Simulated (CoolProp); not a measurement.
Properties of the fluoroketone C6F12O (FK-5-1-12) along the isotherm 226.85 °C.

Computed with CoolProp (reference Helmholtz-energy equation of state, McLinden 2015).

```tsv
p (MPa)	phase	cv (kJ/(kg K))	Joule-Thomson coefficient (K/MPa)
0.117	gas	1.039	5.627
0.234	gas	1.040	5.723
0.35	gas	1.042	5.824
0.467	gas	1.043	5.931
0.584	gas	1.044	6.043
0.701	gas	1.046	6.162
0.818	gas	1.047	6.287
0.935	gas	1.049	6.418
```
